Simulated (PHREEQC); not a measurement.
1 kg of water holding 0.43 mol KCl, 0.055 mol MgCl2, 0.0095 mol CaCl2 and 0.21 mol NaCl is evaporated at 25 °C; the solids stay in contact with the brine. The system is closed to CO2. The run lets Bischofite, Brucite, Carnallite, Halite, Portlandite, Sylvite, MgCl2_4H2O precipitate or redissolve, and no other solid.

Model: Pitzer model, pitzer.dat, run in PHREEQC.

Question: Predict ionic strength at water left (kg) = 0.06418, 0.01627.

Answer: 
```
water left (kg)  ionic strength
---------------  --------------
0.06418                    8.16
0.01627                    13.1
```
